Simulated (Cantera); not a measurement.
Iron carbonyl, mercury and lead vapours: PbO + H₂

Charge: 1 mol PbO, 0.67 mol H₂, at 21.0 mbar.

Cantera equilibrium calculation (NASA polynomials, part measured and part estimated; ideal gas, pure solids and liquids). Candidate condensed phases: H₂O, Pb, PbO, PbO₂, Pb₃O₄; 12 gas species. Each liquid is taken as pure. Mutual solubility and eutectic melting of coexisting phases are not modelled. Gases not in the tables: (PbO)n polymers. Rates play no part.

| T (°C) | x H₂O | x Pb | x PbO | x O₂ | x H₂ | x OH | x Pb₂ | x H | n Pb(l) | n PbO(l) |
|---|---|---|---|---|---|---|---|---|---|---|
| 1100 | 0.623 | 0.305 | 0.0709 | 9.63e-6 | 0.000411 | 1.26e-5 | 5.27e-5 | 4.66e-7 | 0.341 | 0.254 |
| 1125 | 0.490 | 0.406 | 0.103 | 1.73e-5 | 0.000357 | 1.67e-5 | 8.45e-5 | 6.17e-7 | 0.115 | 0.189 |
| 1150 | 0.425 | 0.425 | 0.149 | 4.76e-5 | 0.000272 | 2.57e-5 | 8.46e-5 | 7.56e-7 | 0 | 0.0960 |
| 1175 | 0.401 | 0.401 | 0.198 | 0.000136 | 0.000218 | 4.11e-5 | 6.88e-5 | 9.39e-7 | 0 | 0 |
| 1200 | 0.401 | 0.401 | 0.197 | 0.000195 | 0.000260 | 5.65e-5 | 6.31e-5 | 1.41e-6 | 0 | 0 |
| 1225 | 0.401 | 0.401 | 0.197 | 0.000274 | 0.000308 | 7.69e-5 | 5.81e-5 | 2.08e-6 | 0 | 0 |
| 1250 | 0.401 | 0.401 | 0.197 | 0.000382 | 0.000362 | 0.000103 | 5.36e-5 | 3.04e-6 | 0 | 0 |
| 1275 | 0.400 | 0.402 | 0.197 | 0.000525 | 0.000425 | 0.000138 | 4.96e-5 | 4.38e-6 | 0 | 0 |
| 1300 | 0.400 | 0.402 | 0.196 | 0.000715 | 0.000496 | 0.000182 | 4.60e-5 | 6.25e-6 | 0 | 0 |
| 1325 | 0.400 | 0.402 | 0.196 | 0.000962 | 0.000577 | 0.000238 | 4.28e-5 | 8.82e-6 | 0 | 0 |
| 1350 | 0.400 | 0.403 | 0.195 | 0.00128 | 0.000668 | 0.000309 | 3.99e-5 | 1.23e-5 | 0 | 0 |
| 1375 | 0.399 | 0.403 | 0.194 | 0.00168 | 0.000772 | 0.000397 | 3.73e-5 | 1.71e-5 | 0 | 0 |
| 1400 | 0.399 | 0.404 | 0.193 | 0.00219 | 0.000889 | 0.000506 | 3.50e-5 | 2.34e-5 | 0 | 0 |
x: gas mole fraction; n: condensed amount in mol.

From 1100 °C to 1125 °C the condensed part is Pb(l) + PbO(l). At 1150 °C the condensed part is PbO(l). From 1175 °C to 1400 °C nothing is condensed.
